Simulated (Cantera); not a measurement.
Input (Python, Cantera) and output of one run.

```python
import numpy as np
import cantera as ct

gas_names = [...]  # 92 gases of nasa_gas.yaml made of C, H, N
cond_names = """
    C(gr) C6H6(L) C7H8(L) C8H18(L),n-octa
""".split()


# ... load() reads the species with a 1 bar reference pressure and builds the phases ...
atoms = {
    'C2H2': {'C': 2, 'H': 2},
    'NH3': {'N': 1, 'H': 3},
}
top_T = {'C(gr)': 4500}  # K; cautious upper limits of use, not melting points


# ... equilibrate(T, P, feed) seeds the gas with the atoms and calls Mixture.equilibrate('TP', solver="vcs", rtol=1e-11, max_steps=5000) ...
results = []
feed = {'C2H2': 1, 'NH3': 0.072}  # mol
T = 700  # K
P = 360000  # Pa
mix = equilibrate(T, P, feed)
results.append((T, P, feed, dict(zip(mix.species_names, mix.species_moles))))
x = sorted(zip(gas.X, gas.species_names), reverse=True)
print(f"T = {T:g} K  P = {P:g} Pa  gas = {mix.phase_moles(0):.4g} mol")
print("   x: " + "  ".join(f"{s} {v:.3e}" for v, s in x if v > 1e-05))
print("   condensed (mol): " + ("  ".join(f"{mix.phase(i).name} {mix.phase_moles(i):.4g}"
      for i in range(1, mix.n_phases) if mix.phase_moles(i) > 1e-12) or "none"))
```

Result:

```
T = 700 K  P = 360000 Pa  gas = 0.6412 mol
   x: CH4 7.836e-01  H2 1.600e-01  N2 5.589e-02  NH3 5.102e-04  C2H6 1.669e-05
   condensed (mol): C(gr) 1.498
```

Method: chemical equilibrium by Gibbs-energy minimisation in Cantera with the NASA 1993 tables (ideal gas, pure condensed phases).
